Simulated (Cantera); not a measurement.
A jet of 1.85 % CH4, 12.0 % O2, 86.2 % N2, equivalence ratio 0.31 at 300 K and 0.0622 atm hits a platinum plate 4.6 cm away at a mass flux of 0.021 kg/m²/s; the plate temperature is set and raised in steps from an oxygen-covered start.

Computed with Cantera and Deutschmann's 1995 Pt surface mechanism with GRI-Mech 3.0 gas chemistry. Catalytic surfaces can have several steady states; this one follows from the mechanism file's or the stated starting coverage.

x: mole fraction at the wall; θ: surface coverage.

```json
[
 {"plate T (K)": "900", "wall x CH4": "0.0109", "wall x O2": "0.104", "wall x H2O": "0.0142", "wall x OH": "2.83e-8", "wall x CO": "4.40e-6", "wall x CO2": "0.00928", "θ free Pt": "0.220", "θ O*": "0.779"},
 {"plate T (K)": "950", "wall x CH4": "0.00817", "wall x O2": "0.0979", "wall x H2O": "0.0193", "wall x OH": "8.78e-8", "wall x CO": "4.55e-6", "wall x CO2": "0.0126", "θ free Pt": "0.291", "θ O*": "0.709"},
 {"plate T (K)": "1000", "wall x CH4": "0.00610", "wall x O2": "0.0936", "wall x H2O": "0.0231", "wall x OH": "2.39e-7", "wall x CO": "4.61e-6", "wall x CO2": "0.0152", "θ free Pt": "0.362", "θ O*": "0.637"},
 {"plate T (K)": "1050", "wall x CH4": "(withheld)", "wall x O2": "0.0905", "wall x H2O": "0.0257", "wall x OH": "(withheld)", "wall x CO": "4.70e-6", "wall x CO2": "0.0169", "θ free Pt": "(withheld)", "θ O*": "(withheld)"},
 {"plate T (K)": "1100", "wall x CH4": "0.00368", "wall x O2": "0.0885", "wall x H2O": "0.0274", "wall x OH": "1.24e-6", "wall x CO": "4.90e-6", "wall x CO2": "0.0180", "θ free Pt": "0.501", "θ O*": "0.498"},
 {"plate T (K)": "1150", "wall x CH4": "(withheld)", "wall x O2": "0.0871", "wall x H2O": "0.0286", "wall x OH": "(withheld)", "wall x CO": "5.24e-6", "wall x CO2": "0.0188", "θ free Pt": "(withheld)", "θ O*": "(withheld)"}
]
```

What belongs in the gaps?


- 1050, wall x CH4: 0.00466
- 1050, wall x OH: 5.71e-7
- 1050, θ free Pt: 0.433
- 1050, θ O*: 0.566
- 1150, wall x CH4: 0.00299
- 1150, wall x OH: 2.48e-6
- 1150, θ free Pt: 0.566
- 1150, θ O*: 0.434
